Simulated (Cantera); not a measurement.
A freely propagating, adiabatic, planar premixed flame of CH4 : CO : O2 : N2 = 1 : 0.75 : 3.25 : 12.2 (molar parts), equivalence ratio 0.73, unburnt at 523 K and 67000 Pa; mixture-averaged transport, grid criteria slope 0.08 and curve 0.16, no radiation.

Model: GRI-Mech 3.0 (53 species, 325 reactions), integrated in Cantera. Burning velocities carry a grid error of a few per cent, more on coarse grids.

Q: What does this change do: CO 0.75 to 0.94 parts?

A: 
```tsv
quantity	before	after
laminar burning velocity	92.3 cm/s	101 cm/s
thermal thickness	0.576 mm	0.559 mm
peak x(C2H2)	5.45e-6	5.41e-6
peak x(HCN)	2.38e-7	2.60e-7
```
